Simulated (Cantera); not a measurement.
Cantera run:

```python
import numpy as np
import cantera as ct

gas_names = [...]  # 110 gases of nasa_gas.yaml made of C, H, O
cond_names = """
    C(gr) C6H6(L) C7H8(L) C8H18(L),n-octa H2O(s) H2O(L)
""".split()


# ... load() reads the species with a 1 bar reference pressure and builds the phases ...
atoms = {
    'C3H8': {'C': 3, 'H': 8},
    'H2O': {'H': 2, 'O': 1},
    'H2': {'H': 2},
}
top_T = {'C(gr)': 4500}  # K; cautious upper limits of use, not melting points


# ... equilibrate(T, P, feed) seeds the gas with the atoms and calls Mixture.equilibrate('TP', solver="vcs", rtol=1e-11, max_steps=5000) ...
results = []
feed = {'C3H8': 1, 'H2O': 0.051, 'H2': 9.1}  # mol
T = 1773  # K
for P in [10, 56, 320, 1800, 10000, 56000, 320000, 1800000, 10000000]:
    mix = equilibrate(T, P, feed)
    results.append((T, P, feed, dict(zip(mix.species_names, mix.species_moles))))

top = {s: max(r[3][s] / sum(r[3][g] for g in gas_names) for r in results) for s in gas_names}
cols = sorted((s for s in top if top[s] > 0.0001), key=lambda s: -top[s])[:8]
seen = [c for c in cond_names if any(r[3].get(c, 0) > 1e-12 for r in results)]
print("log10 of partial pressures in bar; condensed amounts in mol")
print(f"{'P/Pa':>10s}" + "".join(f"{s[:9]:>10s}" for s in cols + seen))
for T, P, feed, n in results:
    ng = sum(n[g] for g in gas_names)
    print(f"{P:10.4g}" + "".join(f"{np.log10(max(n[s] / ng * P / 1e5, 1e-99)):10.3f}" for s in cols)
          + "".join(f"{n.get(c, 0):10.4g}" for c in seen))
```

Output:

```
log10 of partial pressures in bar; condensed amounts in mol
      P/Pa        H2       CH4         H        CO      C2H4 C2H2,acet       H2O     C(gr)
        10    -4.014   -11.102    -5.553    -6.419   -13.430    -7.868   -13.919     2.945
        56    -3.259    -9.592    -5.175    -5.667   -11.920    -7.113   -12.412     2.945
       320    -2.499    -8.072    -4.795    -4.909   -10.400    -6.353   -10.894     2.945
      1800    -1.747    -6.569    -4.420    -4.158    -8.897    -5.601    -9.392     2.945
     1e+04    -1.002    -5.079    -4.047    -3.413    -7.407    -4.856    -7.901     2.944
   5.6e+04    -0.254    -3.582    -3.673    -2.665    -5.910    -4.108    -6.405     2.939
   3.2e+05     0.502    -2.070    -3.295    -1.907    -4.398    -3.352    -4.891      2.91
   1.8e+06     1.247    -0.580    -2.922    -1.154    -2.908    -2.607    -3.393     2.754
     1e+07     1.965     0.857    -2.563    -0.396    -1.472    -1.889    -1.916     2.052
```

Method: chemical equilibrium by Gibbs-energy minimisation in Cantera with the NASA 1993 tables (ideal gas, pure condensed phases). The ideal-gas law is rough above about 30 bar.
